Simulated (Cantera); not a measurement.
An adiabatic, constant-volume homogeneous reactor starts with CO : H2 : CH4 : O2 : N2 = 1 : 0.08 : 0.56 : 2.48 : 9.32 (molar parts), equivalence ratio 0.67, at 1100 K and 10.0 bar.

Model: GRI-Mech 3.0 (53 species, 325 reactions), integrated in Cantera.

Problem. Predict: time of steepest temperature rise; temperature at 0.400 s; equilibrium temperature; x(CO) at 0.400 s; x(H2) at 0.400 s; x(NO2) at 0.400 s; x(H2O) at 0.400 s; x(O) at 0.400 s; x(O2) at 0.400 s.

Solution. 
```json
{
  "time_of_steepest_temperature_rise": "4.05 ms",
  "temperature at 0.400 s": "2723 K",
  "equilibrium_temperature": "2723 K",
  "x(CO) at 0.400 s": "0.0102 (gas-phase equilibrium 0.0102)",
  "x(H2) at 0.400 s": "0.00119 (gas-phase equilibrium 0.00119)",
  "x(NO2) at 0.400 s": "3.01e-5 (gas-phase equilibrium 3.01e-5)",
  "x(H2O) at 0.400 s": "0.0866 (gas-phase equilibrium 0.0866)",
  "x(O) at 0.400 s": "0.00196 (gas-phase equilibrium 0.00196)",
  "x(O2) at 0.400 s": "0.0575 (gas-phase equilibrium 0.0575)"
}
```
